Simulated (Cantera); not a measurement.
Gas mixture: CO₂ : O₂ = 0.68 : 0.77 (molar parts), at 9.87 atm, frozen composition.

Cantera's kinetic-theory transport with the Lennard-Jones parameters of GRI-Mech 3.0, ideal gas; thermal conductivity in the mixture-averaged form.

One state of this run: ρ (kg/m³) = 7.54; cp (J/kg/K) = 1043; μ (µPa s) = 30.7; λ (mW/m/K) = 44.7; Pr = 0.717; D (cm²/s) N₂ = 0.0621; D (cm²/s) OH = 0.0960; D (cm²/s) H₂O = 0.0743. D: mixture-averaged diffusion coefficient of that species in the mixture.

Q: Which value of T (K) does it belong to?
(A) 900
(B) 700
(C) 600
(D) 400

A: C, 600
